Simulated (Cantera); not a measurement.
A perfectly stirred reactor is fed with CH4 : CO2 = 1 : 0.46 (molar parts), at 1.00 bar; it is held at 2150 K, and followed from long to short residence time.

Computed with Cantera and GRI-Mech 3.0 (53 species, 325 reactions). GRI-Mech 3.0 stops at C3 and has no aromatics, soot or wall deposition, so with more carbon than oxygen in the feed, carbon stays in small species such as C2H2 where larger ones or solid carbon would form.

x: mole fraction; the columns are a selection and need not sum to one.

| τ (s) | x CH4 | x CO2 | x HCO | x H2O2 | x HO2 |
|---|---|---|---|---|---|
| 0.53 | 0.00267 | 0.000207 | 2.63e-7 | <1e-12 | <1e-12 |
| 0.16 | ? | ? | 2.62e-7 | <1e-12 | <1e-12 |
| 0.048 | 0.00819 | 0.00197 | 2.65e-7 | <1e-12 | <1e-12 |
| 0.015 | 0.0142 | 0.00516 | 2.99e-7 | 4.69e-12 | 2.93e-12 |
| 0.0044 | 0.0255 | 0.0129 | 4.32e-7 | 1.87e-11 | 1.25e-11 |
| 0.0013 | ? | ? | ? | 4.10e-11 | 3.28e-11 |
| 0.00040 | 0.0899 | 0.0751 | 1.53e-6 | 4.30e-11 | 5.24e-11 |

Question: Some entries are withheld; supply them.

Answer: 
- 0.16, x CH4: 0.00462
- 0.16, x CO2: 0.000657
- 0.0013, x CH4: 0.0470
- 0.0013, x CO2: 0.0316
- 0.0013, x HCO: 7.82e-7
